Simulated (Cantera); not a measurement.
An isothermal, constant-pressure homogeneous reactor starts with CH4 : H2 : CO2 = 0.024 : 1 : 0.0023 (molar parts), at 1550 K and 34.5 Torr. Integrator tolerance rtol = 1e-08.

Detailed kinetics in Cantera: GRI-Mech 3.0 (53 species, 325 reactions). GRI-Mech 3.0 stops at C3 and has no aromatics, soot or wall deposition, so with more carbon than oxygen in the feed, carbon stays in small species such as C2H2 where larger ones or solid carbon would form. Radical loss at walls, strong at low pressure, is not modelled.

Problem. What does this change do: pressure from 34.5 Torr to 10.00 Torr?

Solution. 
```csv
quantity,before,after
x(CH4) at 6.00 s,0.0158 (gas-phase equilibrium 0.00216),0.0178 (gas-phase equilibrium 0.000653)
x(H2) at 6.00 s,0.976 (gas-phase equilibrium 0.984),0.975 (gas-phase equilibrium 0.985)
x(CO2) at 6.00 s,1.89e-6 (gas-phase equilibrium 1.57e-11),1.62e-5 (gas-phase equilibrium 4.34e-12)
x(CH3) at 6.00 s,4.45e-5 (gas-phase equilibrium 6.53e-6),8.74e-5 (gas-phase equilibrium 3.67e-6)
x(OH) at 6.00 s,1.03e-8 (gas-phase equilibrium <1e-12),1.80e-8 (gas-phase equilibrium <1e-12)
```
